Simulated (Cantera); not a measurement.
Feed: 1 mol CF4, 0.28 mol F2, 0.29 mol H2, at 1.50 Pa.

These are equilibrium values from Cantera (NASA tables, ideal gas, pure condensed phases), not measurements of a reactor. Candidate condensed phases: C, C6H6, C7H8, C8H18; 95 gas species. Gases not in the tables: C2F6 and larger saturated fluorocarbons. Kinetics and transport are ignored. All values below are at 652 °C.

Base state: CF4 0.632, HF 0.368 (mole fractions); condensed: C(graphite).

Problem. What changes in the equilibrium state with this change: CF4 replaced by C2F6?

Solution. 
```csv
species,before,after
CF4,0.632,0.720
HF,0.368,0.280
"C(graphite), mol",0.00500,0.505
```
The feed counts by its element totals alone.

Problem. What changes in the equilibrium state with this change: CF4 replaced by c-C4F8?

Solution. 
```
species            before  after
----------------  -------  -----
CF4                 0.632  0.775
HF                  0.368  0.225
C(graphite), mol  0.00500   2.00
```
The feed counts by its element totals alone.
